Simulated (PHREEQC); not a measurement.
NH3 is added in steps, without added water, to 1 kg of water holding 0.096 mol HCl, 0.096 mol LiCl and 0.012 mol Fe2(SO4)3, at 20 °C. Oxygen alone is held at its pressure in air (log pO2 = -0.68). CO2 from the air is kept out. The run lets Hematite precipitate or redissolve, and no other solid.

Base run: PHREEQC, ion-association model, wateq4f.dat. Each further column changes one thing. The table gives pH.

| NH3 added (mol) | base | HCl from 0.096 to 0.0864 mol/kgw | HCl replaced by NaCl at the same molality | no solid may form |
|---|---|---|---|---|
| 0 | 0.97 | 0.99 | 1.38 | 1.21 |
| 0.03 | 1.06 | 1.09 | 1.64 | 1.38 |
| 0.07 | 1.22 | ? | 3.01 | 1.81 |
| 0.1 | 1.40 | 1.47 | 9.16 | ? |
| 0.14 | 1.82 | 2.01 | 9.54 | 5.72 |
| 0.17 | 7.64 | 8.43 | 9.70 | ? |
| 0.21 | 8.96 | 9.08 | 9.85 | 8.82 |
| 0.24 | 9.20 | 9.28 | 9.94 | 9.07 |

Problem. Some entries are withheld; supply them.

Solution. 
- 0.07, HCl from 0.096 to 0.0864 mol/kgw: 1.27
- 0.1, no solid may form: 2.75
- 0.17, no solid may form: 7.91

 In at least one series the solution becomes supersaturated in solids that the run did not let form, among them Hematite. Solids allowed in the column 'HCl replaced by NaCl at the same molality': Hematite, Jarosite-Na, Halite, Mirabilite.
